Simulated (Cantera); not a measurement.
# Adiabatic ignition

An adiabatic, constant-pressure homogeneous reactor starts with 13.8 % H2, 18.2 % O2, 68.1 % N2, equivalence ratio 0.38, at 1298 K and 11.0 bar.

Model: the H2/O2 subset of GRI-Mech 3.0, which has no nitrogen chemistry, integrated in Cantera. The hydrogen kinetics of GRI-Mech 3.0 are dated; newer H2 mechanisms differ, most at raised pressure.

```csv
t (s),T (K),x H2,x O2,x HO2,x H,x H2O,x H2O2,x OH
7.00e-6,2127,0.00365,0.116,7.84e-5,0.00251,0.135,1.91e-6,0.0125
2.02e-5,2253,0.000220,0.120,1.04e-5,3.69e-5,0.145,6.59e-7,0.00370
5.82e-5,2254,0.000202,0.120,1.02e-5,3.27e-5,0.146,6.57e-7,0.00356
0.000168,2254,0.000202,0.120,1.02e-5,3.27e-5,0.146,6.57e-7,0.00356
0.000483,2254,0.000202,0.120,1.02e-5,3.27e-5,0.146,6.57e-7,0.00356
0.00139,2254,0.000202,0.120,1.02e-5,3.27e-5,0.146,6.57e-7,0.00356
0.00402,2254,0.000202,0.120,1.02e-5,3.27e-5,0.146,6.57e-7,0.00356
0.0116,2254,0.000202,0.120,1.02e-5,3.27e-5,0.146,6.57e-7,0.00356
0.0334,2254,0.000202,0.120,1.02e-5,3.27e-5,0.146,6.57e-7,0.00356
0.0963,2254,0.000202,0.120,1.02e-5,3.27e-5,0.146,6.57e-7,0.00356
0.278,2254,0.000202,0.120,1.02e-5,3.27e-5,0.146,6.57e-7,0.00356
0.800,2254,0.000202,0.120,1.02e-5,3.27e-5,0.146,6.57e-7,0.00356
```
x: mole fraction; the columns are a selection and need not sum to one.

```yaml
time_of_steepest_temperature_rise: 6.01 µs
temperature at 0.800 s: 2254 K
equilibrium_temperature: 2254 K
x(H2) at 0.800 s: 0.000202 (gas-phase equilibrium 0.000202)
x(O2) at 0.800 s: 0.120 (gas-phase equilibrium 0.120)
x(HO2) at 0.800 s: 1.02e-5 (gas-phase equilibrium 1.02e-5)
```
